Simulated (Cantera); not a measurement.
A perfectly stirred reactor is fed with CH4 : CO2 : H2 = 1 : 1.9 : 0.15 (molar parts), at 7500 Torr; it is held at 1325 K, and followed from long to short residence time.

Computed with Cantera and GRI-Mech 3.0 (53 species, 325 reactions).

### Question
What does this change do: temperature 1325 to 1748 K?

### Answer
| quantity | before | after |
|---|---|---|
| x(CH4) at τ = 15.0 s | 0.185 | 0.00340 |
| x(CO2) at τ = 15.0 s | 0.413 | 0.0596 |
| x(H2) at τ = 15.0 s | 0.0483 | 0.298 |
| x(C2H4) at τ = 15.0 s | 0.0254 | 3.75e-5 |
| x(H) at τ = 15.0 s | 8.49e-8 | 3.95e-5 |
| x(CH4) at τ = 0.120 s | 0.325 | 0.0313 |
| x(CO2) at τ = 0.120 s | 0.620 | 0.125 |
| x(H2) at τ = 0.120 s | 0.0491 | 0.195 |
| x(C2H4) at τ = 0.120 s | 0.000781 | 0.00250 |
| x(H) at τ = 0.120 s | 4.19e-8 | 3.12e-5 |

### Question
What does this change do: pressure from 7500 Torr to 1580 Torr?

### Answer
```
quantity                  before     after
----------------------  --------  --------
x(CH4) at τ = 15.0 s       0.185     0.210
x(CO2) at τ = 15.0 s       0.413     0.459
x(H2) at τ = 15.0 s       0.0483    0.0618
x(C2H4) at τ = 15.0 s     0.0254   0.00987
x(H) at τ = 15.0 s       8.49e-8   1.36e-7
x(CH4) at τ = 0.120 s      0.325     0.327
x(CO2) at τ = 0.120 s      0.620     0.622
x(H2) at τ = 0.120 s      0.0491    0.0493
x(C2H4) at τ = 0.120 s  0.000781  0.000317
x(H) at τ = 0.120 s      4.19e-8   7.83e-8
```
